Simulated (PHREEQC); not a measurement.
H3BO3 is added in steps, without added water, to 1 kg of water holding 0.021 mol/kgw HF, 0.12 mol/kgw NH4HF2 and 0.0013 mol/kgw H3PO4, at 25 °C. Oxygen alone is held at its pressure in air (log pO2 = -0.68). The system is closed to CO2. Precipitation was switched off in this run.

Base run: PHREEQC, ion-association model, phreeqc.dat. Each further column changes one thing. The table gives pH.

```csv
H3BO3 added (mol),base,Debye-Hückel limiting law,Davies equation for every ion,metal-ligand complexes left out,all activity coefficients set to 1
0,2.94,2.91,2.96,2.94,3.08
0.04875,4.34,4.29,4.35,4.34,4.47
0.1138,4.89,4.84,4.90,4.89,5.01
0.1625,4.90,4.85,4.92,4.90,5.03
0.2275,4.89,4.84,4.90,4.89,5.02
0.2762,4.88,4.83,4.89,4.88,5.00
0.3412,4.85,4.80,4.87,4.85,4.98
0.39,4.84,4.79,4.85,4.84,4.96
```

Real BF4- forms and hydrolyses slowly; the run takes it at equilibrium.
